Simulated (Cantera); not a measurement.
A perfectly stirred reactor is fed with H₂ : O₂ : N₂ = 1 : 0.806 : 3.03 (molar parts), equivalence ratio 0.62, at 17.0 bar; it is adiabatic with a 525 K inlet, and is followed from long to short residence time, starting on the burning branch (τ in s: 0.036, 0.021, 0.012, 0.0069, 0.004, 0.0023, 0.0013, 0.00076, 0.00044, 0.00025, 0.00015, 8.4e-05, 4.8e-05).

Cantera simulation using the H2/O2 subset of GRI-Mech 3.0, which has no nitrogen chemistry; the numbers are that mechanism's predictions, not measurements. The hydrogen kinetics of GRI-Mech 3.0 are dated; newer H2 mechanisms differ, most at raised pressure. The pressure lies above the range GRI-Mech 3.0 was tuned for (to about 10 atm).

What does this change do: 0.36 parts H2O added?


```json
[
 {"quantity": "blow-out, bracketed by the residence times tried", "before": "burning at 48.0 µs, the shortest tried", "after": "burning at 48.0 µs, the shortest tried"},
 {"quantity": "x(H₂) at τ = 36.0 ms", "before": "0.000111", "after": "6.73e-5"},
 {"quantity": "x(O₂) at τ = 36.0 ms", "before": "0.0701", "after": "0.0649"},
 {"quantity": "x(H) at τ = 36.0 ms", "before": "6.71e-6", "after": "2.30e-6"},
 {"quantity": "x(H₂O₂) at τ = 36.0 ms", "before": "5.88e-7", "after": "4.87e-7"},
 {"quantity": "x(OH) at τ = 36.0 ms", "before": "0.00162", "after": "0.000980"},
 {"quantity": "x(H₂) at τ = 1.30 ms", "before": "0.000339", "after": "0.000371"},
 {"quantity": "x(O₂) at τ = 1.30 ms", "before": "0.0701", "after": "0.0649"},
 {"quantity": "x(H) at τ = 1.30 ms", "before": "2.03e-5", "after": "1.35e-5"},
 {"quantity": "x(H₂O₂) at τ = 1.30 ms", "before": "8.07e-7", "after": "9.38e-7"},
 {"quantity": "x(OH) at τ = 1.30 ms", "before": "0.00206", "after": "0.00142"}
]
```

What does this change do: H2 1 to 0.73 parts?


```tsv
quantity	before	after
blow-out, bracketed by the residence times tried	burning at 48.0 µs, the shortest tried	burning at 48.0 µs, the shortest tried
x(H₂) at τ = 36.0 ms	0.000111	3.18e-5
x(O₂) at τ = 36.0 ms	0.0701	0.105
x(H) at τ = 36.0 ms	6.71e-6	3.55e-7
x(H₂O₂) at τ = 36.0 ms	5.88e-7	2.36e-7
x(OH) at τ = 36.0 ms	0.00162	0.000313
x(H₂) at τ = 1.30 ms	0.000339	0.000379
x(O₂) at τ = 1.30 ms	0.0701	0.105
x(H) at τ = 1.30 ms	2.03e-5	6.31e-6
x(H₂O₂) at τ = 1.30 ms	8.07e-7	9.07e-7
x(OH) at τ = 1.30 ms	0.00206	0.000624
```

What does this change do: inlet temperature 525 to 675 K?


```json
[
 {"quantity": "blow-out, bracketed by the residence times tried", "before": "burning at 48.0 µs, the shortest tried", "after": "burning at 48.0 µs, the shortest tried"},
 {"quantity": "x(H₂) at τ = 36.0 ms", "before": "0.000111", "after": "0.000230"},
 {"quantity": "x(O₂) at τ = 36.0 ms", "before": "0.0701", "after": "0.0699"},
 {"quantity": "x(H) at τ = 36.0 ms", "before": "6.71e-6", "after": "1.97e-5"},
 {"quantity": "x(H₂O₂) at τ = 36.0 ms", "before": "5.88e-7", "after": "8.23e-7"},
 {"quantity": "x(OH) at τ = 36.0 ms", "before": "0.00162", "after": "0.00270"},
 {"quantity": "x(H₂) at τ = 1.30 ms", "before": "0.000339", "after": "0.000403"},
 {"quantity": "x(O₂) at τ = 1.30 ms", "before": "0.0701", "after": "0.0698"},
 {"quantity": "x(H) at τ = 1.30 ms", "before": "2.03e-5", "after": "3.39e-5"},
 {"quantity": "x(H₂O₂) at τ = 1.30 ms", "before": "8.07e-7", "after": "9.22e-7"},
 {"quantity": "x(OH) at τ = 1.30 ms", "before": "0.00206", "after": "0.00302"}
]
```
